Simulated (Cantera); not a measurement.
An adiabatic, constant-pressure homogeneous reactor starts with CO : H₂ : CH₄ : O₂ : N₂ = 1 : 0.7 : 0.053 : 1.31 : 4.92 (molar parts), equivalence ratio 0.73, at 1200 K and 278 Torr. Integrator tolerance rtol = 1e-08.

Cantera simulation using GRI-Mech 3.0 (53 species, 325 reactions); the numbers are that mechanism's predictions, not measurements.

### Question
What does this change do: initial temperature 1200 to 1450 K?

### Answer
```
quantity                                                              before                                      after
---------------------------------  -----------------------------------------  -----------------------------------------
time of steepest temperature rise                                   0.167 ms                                    57.9 µs
temperature at 0.100 s                                                2516 K                                     2602 K
equilibrium temperature                                               2516 K                                     2602 K
x(CO) at 0.100 s                       0.0317 (gas-phase equilibrium 0.0317)      0.0425 (gas-phase equilibrium 0.0425)
x(H₂) at 0.100 s                     0.00441 (gas-phase equilibrium 0.00441)    0.00603 (gas-phase equilibrium 0.00603)
x(CH₄) at 0.100 s                      <1e-12 (gas-phase equilibrium <1e-12)      <1e-12 (gas-phase equilibrium <1e-12)
x(OH) at 0.100 s                       0.0138 (gas-phase equilibrium 0.0138)      0.0175 (gas-phase equilibrium 0.0175)
x(CH₂O) at 0.100 s                 2.07e-11 (gas-phase equilibrium 2.07e-11)  3.80e-11 (gas-phase equilibrium 3.80e-11)
x(H₂O) at 0.100 s                      0.0972 (gas-phase equilibrium 0.0972)      0.0916 (gas-phase equilibrium 0.0916)
```

### Question
What does this change do: constant volume in place of constant pressure?

### Answer
```json
[
 {"quantity": "time of steepest temperature rise", "before": "0.167 ms", "after": "0.164 ms"},
 {"quantity": "temperature at 0.100 s", "before": "2516 K", "after": "2668 K"},
 {"quantity": "equilibrium temperature", "before": "2516 K", "after": "2668 K"},
 {"quantity": "x(CO) at 0.100 s", "before": "0.0317 (gas-phase equilibrium 0.0317)", "after": "0.0414 (gas-phase equilibrium 0.0414)"},
 {"quantity": "x(H₂) at 0.100 s", "before": "0.00441 (gas-phase equilibrium 0.00441)", "after": "0.00571 (gas-phase equilibrium 0.00571)"},
 {"quantity": "x(CH₄) at 0.100 s", "before": "<1e-12 (gas-phase equilibrium <1e-12)", "after": "<1e-12 (gas-phase equilibrium <1e-12)"},
 {"quantity": "x(OH) at 0.100 s", "before": "0.0138 (gas-phase equilibrium 0.0138)", "after": "0.0176 (gas-phase equilibrium 0.0176)"},
 {"quantity": "x(CH₂O) at 0.100 s", "before": "2.07e-11 (gas-phase equilibrium 2.07e-11)", "after": "7.23e-11 (gas-phase equilibrium 7.23e-11)"},
 {"quantity": "x(H₂O) at 0.100 s", "before": "0.0972 (gas-phase equilibrium 0.0972)", "after": "0.0923 (gas-phase equilibrium 0.0923)"}
]
```
